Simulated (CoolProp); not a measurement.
Vapour-liquid equilibrium of R143a (1) + fluoroethane (R161) (2) at 4.9 bar; x and y are mole fractions of (1).

Computed with CoolProp (multi-fluid Helmholtz-energy mixture model, Lemmon and Jacobsen 2000 and Wu 2012; pair parameters Bell 2016).

### Question
Give the bubble temperature and the first vapour's composition at x = 0.35, 0.45, 0.65. Is there an azeotrope?

### Answer
x = 0.35: 272.1 K, y = 0.425; x = 0.45: 271.0 K, y = 0.526; x = 0.65: 269.0 K, y = 0.713. No azeotrope shows between x = 0.05 and 0.95.

Pair parameters are fitted to limited data, so mixtures are less certain than the pure fluids.
